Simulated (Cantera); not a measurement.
## Ignition delay

Mixture: 11.3 % CH4, 6.55 % CO, 17.3 % O2, 64.9 % N2, at 20300 Torr, adiabatic and at constant volume. Ignition delay is the time to a rise of 400 K.

Detailed kinetics in Cantera: GRI-Mech 3.0 (53 species, 325 reactions). The pressure lies above the range GRI-Mech 3.0 was tuned for (to about 10 atm).

| T0 (K) | delay (ms) |
|---|---|
| 1100 | 16.8 |
| 1200 | 3.59 |
| 1300 | 0.952 |
| 1400 | 0.296 |
| 1500 | 0.104 |
| 1600 | 0.0402 |
| 1700 | 0.0169 |
| 1800 | 0.00776 |

- apparent activation energy between 1600 and 1800 K: 200 kJ/mol
